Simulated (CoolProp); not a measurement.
Vapour-liquid equilibrium of n-heptane (1) + m-xylene (2) at 425.7 K; x and y are mole fractions of (1).

Model: multi-fluid Helmholtz-energy mixture model, Span 2003 and Zhou 2012; pair parameters Bell 2016, in CoolProp.

```
x      bubble pressure (MPa)  y at the bubble point  dew pressure at overall composition x (MPa)  liquid density (mol/L)
-----  ---------------------  ---------------------  -------------------------------------------  ----------------------
0.05                  0.1604                  0.143                                       0.1491                   6.907
0.125                    [?]                  0.301                                          [?]                   6.790
0.2                      [?]                  0.419                                          [?]                   6.676
0.275                 0.2254                  0.511                                       0.1795                   6.564
0.35                  0.2444                  0.587                                       0.1922                   6.453
0.425                 0.2627                  0.653                                       0.2065                   6.345
0.5                   0.2804                  0.710                                       0.2228                   6.239
0.575                 0.2977                  0.762                                       0.2412                   6.134
0.65                  0.3147                    [?]                                       0.2619                   6.031
0.725                    [?]                  0.854                                          [?]                   5.930
0.8                   0.3487                  0.896                                       0.3114                   5.830
0.875                 0.3658                    [?]                                       0.3403                   5.731
0.95                  0.3830                  0.975                                       0.3720                   5.634
```

Problem. Fill in the missing entries.

Solution. 
- 0.125, bubble pressure (MPa): 0.1837
- 0.125, dew pressure at overall composition x (MPa): 0.1581
- 0.2, bubble pressure (MPa): 0.2052
- 0.2, dew pressure at overall composition x (MPa): 0.1682
- 0.65, y at the bubble point: 0.809
- 0.725, bubble pressure (MPa): 0.3317
- 0.725, dew pressure at overall composition x (MPa): 0.2853
- 0.875, y at the bubble point: 0.936

No azeotrope shows between x = 0.05 and 0.95.

Pair parameters are fitted to limited data, so mixtures are less certain than the pure fluids.
